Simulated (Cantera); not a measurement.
Input (Python, Cantera):

```python
import numpy as np
import cantera as ct

gas = ct.Solution("h2o2.yaml")
gas.TPX = 1073, 190, {'H2': 0.0067, 'O2': 1}
reactor = ct.IdealGasConstPressureReactor(gas, energy="off", clone=False)
net = ct.ReactorNet([reactor])
net.rtol, net.atol = 1e-08, 1e-18
show = ['H2', 'O2', 'HO2', 'H2O2', 'H', 'H2O', 'OH']
times = np.geomspace(0.0003, 100, 14)

steps = ct.SolutionArray(gas, extra=["t"])
rows = []
print(f"{'t/s':>10s}{'T/K':>9s}{'P/Pa':>11s}" + "".join(f"{s:>11s}" for s in show))
for t in times:
    while net.time < t:
        t_next = net.step()
        steps.append(gas.state, t=t_next)
    rows.append([np.interp(t, steps.t, y) for y in (steps.T, steps.P, *steps(*show).X.T)])
    print(f"{t:10.3e}{rows[-1][0]:9.1f}{rows[-1][1]:11.4g}" + "".join(f"{x:11.3e}" for x in rows[-1][2:]))
rate = np.gradient(steps.T, steps.t)
print("integrator steps:", len(steps.t))
if steps.T.max() > steps.T[0] + 200:
    print(f"time of steepest temperature rise: {steps.t[rate.argmax()]:.4e} s")
gas.TPX = 1073, 190, {'H2': 0.0067, 'O2': 1}
gas.equilibrate("TP")
print(f"equilibrium (TP): T = {gas.T:.1f} K  " + "  ".join(f"{s} {gas[s].X[0]:.3e}" for s in show))
```

Output:

```
       t/s      T/K       P/Pa         H2         O2        HO2       H2O2          H        H2O         OH
 3.000e-04   1073.0        190  6.655e-03  9.933e-01  1.762e-11  5.935e-17  1.378e-11  9.366e-14  3.867e-12
 7.979e-04   1073.0        190  6.655e-03  9.933e-01  4.686e-11  4.196e-16  2.639e-11  1.436e-12  2.100e-11
 2.122e-03   1073.0        190  6.655e-03  9.933e-01  1.247e-10  2.967e-15  4.218e-11  1.789e-11  8.975e-11
 5.645e-03   1073.0        190  6.655e-03  9.933e-01  3.318e-10  2.098e-14  8.093e-11  1.852e-10  3.363e-10
 1.501e-02   1073.0        190  6.655e-03  9.933e-01  8.843e-10  1.480e-13  3.128e-10  2.187e-09  1.783e-09
 3.993e-02   1073.0        190  6.655e-03  9.933e-01  2.440e-09  1.052e-12  7.727e-09  8.449e-08  4.771e-08
 1.062e-01   1073.0        190  6.204e-03  9.929e-01  1.805e-07  5.484e-10  3.441e-05  3.456e-04  1.772e-04
 2.825e-01   1073.0        190  2.455e-05  9.873e-01  1.697e-07  2.080e-09  3.044e-04  6.297e-03  3.654e-04
 7.513e-01   1073.0        190  1.902e-05  9.877e-01  1.586e-07  1.880e-09  2.612e-04  6.340e-03  3.363e-04
 1.998e+00   1073.0        190  1.591e-05  9.886e-01  1.466e-07  1.885e-09  1.984e-04  6.392e-03  3.077e-04
 5.315e+00   1073.0        190  1.047e-05  9.902e-01  1.211e-07  1.873e-09  1.049e-04  6.479e-03  2.499e-04
 1.414e+01   1073.0        190  4.557e-06  9.920e-01  8.079e-08  1.777e-09  2.981e-05  6.571e-03  1.651e-04
 3.760e+01   1073.0        190  1.236e-06  9.929e-01  4.002e-08  1.464e-09  4.202e-06  6.630e-03  8.619e-05
 1.000e+02   1073.0        190  2.452e-07  9.932e-01  1.477e-08  8.989e-10  3.731e-07  6.658e-03  3.852e-05
integrator steps: 1229
equilibrium (TP): T = 1073.0 K  H2 1.029e-10  O2 9.933e-01  HO2 4.784e-10  H2O2 1.954e-12  H 3.282e-12  H2O 6.677e-03  OH 7.960e-07
```

Computed with Cantera and the H2/O2 subset of GRI-Mech 3.0, which has no nitrogen chemistry. Radical loss at walls, strong at low pressure, is not modelled.
